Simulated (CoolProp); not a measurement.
Model: reference Helmholtz-energy equation of state, Lemmon 2006, in CoolProp. It is a short technical equation, of lower accuracy than the large ones.

Question: For C3F8 (R218), give the phase and the speed of sound (m/s) at 154.65 °C and 0.19 bar.

Answer: 
- 154.65 °C and 0.19 bar: gas; speed of sound 141
